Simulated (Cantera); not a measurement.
Charge: 1 mol SiCl₄, 4.8 mol HCl, 1.2 mol H₂, held at 1200 °C and 100 Torr.

Method: chemical equilibrium by Gibbs-energy minimisation in Cantera with the NASA 1993 tables (ideal gas, pure condensed phases). Candidate condensed phases: Si; 19 gas species. The tables' values for SiCl₃ are old estimates; treat these amounts as uncertain. The numbers say what is thermodynamically allowed, not how fast it happens.

Base state: HCl 0.710, H₂ 0.150, SiCl₄ 0.113, SiCl₃ 0.0166, SiCl₂ 0.00834, SiHCl₃ 0.00224, Cl 5.15e-5, H 1.34e-5 (mole fractions); condensed: gas only.

Question: What changes in the equilibrium state with this change: H₂ from 1.2 to 0.35 mol?

Answer: 
```
species   before     after
-------  -------  --------
HCl        0.710     0.791
SiCl₄      0.113     0.147
H₂         0.150    0.0475
SiCl₃     0.0166    0.0109
SiCl₂    0.00834   0.00276
SiHCl₃   0.00224  0.000827
Cl       5.15e-5  0.000102
H        1.34e-5   7.55e-6
```

Question: What changes in the equilibrium state with this change: temperature from 1200 °C to 1052 °C?

Answer: 
```json
[
 {"species": "HCl", "before": "0.710", "after": "0.691"},
 {"species": "H₂", "before": "0.150", "after": "0.166"},
 {"species": "SiCl₄", "before": "0.113", "after": "0.135"},
 {"species": "SiCl₃", "before": "0.0166", "after": "0.00449"},
 {"species": "SiCl₂", "before": "0.00834", "after": "0.000808"},
 {"species": "Cl", "before": "5.15e-5", "after": "6.37e-6"},
 {"species": "H", "before": "1.34e-5", "after": "1.83e-6"}
]
```
